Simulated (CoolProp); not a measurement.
Decamethylcyclopentasiloxane (D5) along the isobar 57.8 bar: density (kg/m³) from the reference equation and from simpler models built on Tc = 618.3 K, pc = 10.78 bar, ω = 0.631; each cubic takes its own stable root.

Computed with CoolProp (reference Helmholtz-energy equation of state, Thol 2019).

| T (K) | phase | reference | van der Waals | Redlich-Kwong |
|---|---|---|---|---|
| 467.2 | liquid | 790.9 | 487.6 | 675.2 |
| 477.4 | liquid | 780.2 | 484.2 | 667.8 |
| 487.6 | liquid | 769.5 | ? | 660.2 |
| 497.8 | liquid | 758.7 | 477.3 | 652.6 |
| 508 | liquid | 747.7 | 473.8 | 644.9 |
| 518.2 | liquid | 736.6 | 470.3 | 637.2 |
| 528.3 | liquid | 725.4 | 466.8 | 629.4 |
| 538.5 | liquid | 714.0 | 463.2 | 621.5 |
| 548.7 | liquid | ? | 459.6 | 613.4 |
| 558.9 | liquid | 690.7 | 456.0 | 605.4 |
| 569.1 | liquid | ? | 452.3 | 597.2 |
| 579.3 | liquid | 666.6 | 448.6 | 589.0 |
| 589.4 | liquid | 654.4 | 445.0 | 580.8 |
| 599.6 | liquid | ? | 441.3 | 572.5 |
| 609.8 | liquid | 629.0 | 437.5 | 564.1 |
| 620 | supercritical | 616.0 | 433.7 | 555.7 |

Q: Complete the blanks.

A: 
- 487.6, van der Waals: 480.8
- 548.7, reference: 702.5
- 569.1, reference: 678.8
- 599.6, reference: 641.8
